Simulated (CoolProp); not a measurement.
Values from CoolProp's reference Helmholtz-energy equation of state, Lemmon 2006. It is a short technical equation, of lower accuracy than the large ones.

Give the vapour pressure (kPa), liquid cp (kJ/(kg K)), surface tension (mN/m) of saturated nitrous oxide at 276.6, 287.5 K.


| T (K) | p (kPa) | liquid cp (kJ/(kg K)) | surface tension (mN/m) |
|---|---|---|---|
| 276.6 | 3410 | 2.36 | 4.77 |
| 287.5 | 4440 | 2.77 | 2.94 |

Surface tension comes from a separate correlation (Mulero 2012).
